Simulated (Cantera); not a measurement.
Charge: 1 mol Si, 1.5 mol F2, 10 mol N2, at 4700 Pa.

Equilibrium computed with Cantera from the NASA thermochemical tables; the gas is ideal and each condensed phase is pure. Candidate condensed phases: Si, Si3N4; 16 gas species. N2 is the only nitrogen source here; it is nearly inert below about 1500 K, so the nitride shown seldom forms there in practice. Kinetics and transport are ignored. All values below are at 900 K.

Base state: N2 0.929, SiF4 0.0709 (mole fractions); condensed: Si3N4(s).

Question: What changes in the equilibrium state with this change: F2 from 1.5 to 4.9 mol?

Answer: 
| species | before | after |
|---|---|---|
| N2 | 0.929 | 0.699 |
| F2 | <1e-9 | 0.164 |
| SiF4 | 0.0709 | 0.0702 |
| F | <1e-9 | 0.0611 |
| NF3 | <1e-9 | 0.00600 |
| Si3N4(s), mol | 0.0833 | 0 |
